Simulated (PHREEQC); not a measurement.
A solution holds 0.014 mol/kgw NH4HSO4, at 25 °C. Closed to the air; pH follows from the charge balance.

All values are PHREEQC results (ion-association model, phreeqc.dat), not measurements.

```tsv
quantity	before	after
pH	2.08	1.54
ionic strength (mol/kgw)	0.0316	0.126
HSO4- (mol/kgw)	0.00442	0.0348
```

Task: Name the change that produced these shifts.
A) NH4HSO4 from 0.014 to 0.07 mol/kgw
B) temperature from 25 to 85 °C
C) NH4HSO4 from 0.014 to 0.007 mol/kgw
D) NH4HSO4 replaced by ZnSO4 at the same molality
E) 0.00036 mol/kgw LiOH added

Result: A, NH4HSO4 from 0.014 to 0.07 mol/kgw

Precipitation was switched off in this run.
